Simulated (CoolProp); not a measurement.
A simple Rankine cycle with fluoroethane (R161): condensing at 294.15 K, boiler at 3.9 MPa, turbine inlet 367.1 K, turbine efficiency 0.85, pump efficiency 0.6, no recuperator. Each further row changes one setting.

Model: reference Helmholtz-energy equation of state, Wu 2012, in CoolProp.

```json
[
 {"case": "as stated", "thermal efficiency (%)": "…", "net work (kJ/kg)": "43.4", "heat in (kJ/kg)": "363", "turbine exit temperature (K)": "294.2", "volume ratio over the turbine": "…"},
 {"case": "turbine inlet 387.1 K", "thermal efficiency (%)": "…", "net work (kJ/kg)": "53.9", "heat in (kJ/kg)": "…", "turbine exit temperature (K)": "…", "volume ratio over the turbine": "4.69"},
 {"case": "condensing temperature 286.15 K", "thermal efficiency (%)": "…", "net work (kJ/kg)": "50.8", "heat in (kJ/kg)": "381", "turbine exit temperature (K)": "286.2", "volume ratio over the turbine": "…"},
 {"case": "boiler pressure 2.73 MPa", "thermal efficiency (%)": "10.5", "net work (kJ/kg)": "43.1", "heat in (kJ/kg)": "410", "turbine exit temperature (K)": "308.0", "volume ratio over the turbine": "3.22"},
 {"case": "turbine efficiency 0.75", "thermal efficiency (%)": "10.3", "net work (kJ/kg)": "…", "heat in (kJ/kg)": "363", "turbine exit temperature (K)": "294.2", "volume ratio over the turbine": "5.24"}
]
```

Complete the blanks.


- as stated, thermal efficiency (%): 12.0
- as stated, volume ratio over the turbine: 5.15
- turbine inlet 387.1 K, thermal efficiency (%): 12.8
- turbine inlet 387.1 K, heat in (kJ/kg): 420
- turbine inlet 387.1 K, turbine exit temperature (K): 307.0
- condensing temperature 286.15 K, thermal efficiency (%): 13.3
- condensing temperature 286.15 K, volume ratio over the turbine: 6.45
- turbine efficiency 0.75, net work (kJ/kg): 37.5

The expansion ends wet for: as stated; condensing temperature 286.15 K; turbine efficiency 0.75.
